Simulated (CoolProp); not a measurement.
Model: reference Helmholtz-energy equation of state, Span 2000, in CoolProp.

Give the vapour pressure (MPa), vapour density (kg/m³), enthalpy of vaporisation (kJ/kg), liquid cp (kJ/(kg K)) of saturated nitrogen at 102.6 K.


| T (K) | p (MPa) | vapour density (kg/m³) | enthalpy of vaporisation (kJ/kg) | liquid cp (kJ/(kg K)) |
|---|---|---|---|---|
| 102.6 | 0.928 | 38.2 | 155 | 2.39 |
